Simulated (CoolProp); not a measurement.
Model: reference Helmholtz-energy equation of state, Thol 2015, in CoolProp.

Question: Give the vapour pressure (MPa), enthalpy of vaporisation (kJ/kg), liquid cp (kJ/(kg K)) of saturated 1,2-dichloroethane at 467.4 K.

Answer: 
| T (K) | p (MPa) | enthalpy of vaporisation (kJ/kg) | liquid cp (kJ/(kg K)) |
|---|---|---|---|
| 467.4 | 1.31 | 245 | 1.58 |
